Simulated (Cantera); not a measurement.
Charge: 1 mol SiH₂Cl₂, 21 mol NH₃, 35 mol N₂, equilibrated at 1377 °C and 0.188 Torr.

Cantera equilibrium calculation (NASA polynomials, part measured and part estimated; ideal gas, pure solids and liquids). Candidate condensed phases: NH₄Cl, Si, Si₃N₄; 28 gas species. The tables' values for SiCl are old estimates; treat these amounts as uncertain. The numbers say what is thermodynamically allowed, not how fast it happens.

Base state: N₂ 0.574, H₂ 0.399, HCl 0.0187, H 0.00363, SiCl₂ 0.00313, Si 0.00107, Cl 0.000134, SiCl 0.000115 (mole fractions); condensed: Si(s).

### Question
What changes in the equilibrium state with this change: temperature from 1377 °C to 650 °C?

### Answer
```csv
species,before,after
N₂,0.574,0.572
H₂,0.399,0.402
HCl,0.0187,0.0255
H,0.00363,9.86e-9
SiCl₂,0.00313,4.54e-9
Si,0.00107,<1e-9
Cl,0.000134,<1e-9
SiCl,0.000115,<1e-9
SiH,1.95e-5,<1e-9
"Si(s), mol",0.652,0
"Si₃N₄(s), mol",0,0.333
```
